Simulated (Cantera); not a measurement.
Input: 1 mol Al2O3, 39 mol HCl, at 0.100 bar.

Equilibrium computed with Cantera from the NASA thermochemical tables; the gas is ideal and each condensed phase is pure. Candidate condensed phases: Al, AlCl3, Al2O3, H2O; 29 gas species. The numbers say what is thermodynamically allowed, not how fast it happens. All values below are at 1075 °C.

Base state: HCl 0.995, H2O 0.00233, AlCl3 0.00155, Cl 0.000392, H2 0.000240, Cl2 4.37e-5 (mole fractions); condensed: Al2O3(s).

### Question
What changes in the equilibrium state with this change: 0.75 mol NH3 added?

### Answer
```csv
species,before,after
HCl,0.995,0.959
H2,0.000240,0.0278
N2,0,0.00927
AlCl3,0.00155,0.00149
Cl2,4.37e-5,3.50e-7
Cl,0.000392,3.51e-5
H2O,0.00233,0.00223
"Al2O3(s), mol",0.970,0.970
```
Further candidate phases: AlN, NH4Cl.
